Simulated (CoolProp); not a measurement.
n-decane at 293.15 K and 1.25 MPa is throttled through a valve to 0.661 MPa with no heat exchange. Each further row changes one setting.

Computed with CoolProp (reference Helmholtz-energy equation of state, Lemmon 2006). It is a short technical equation, of lower accuracy than the large ones.

| case | temperature change (K) | final density (kg/m³) |
|---|---|---|
| as stated | +0.3 | 731 |
| outlet pressure 0.198 MPa | +0.5 | 730 |
| outlet pressure 0.859 MPa | +0.2 | 731 |
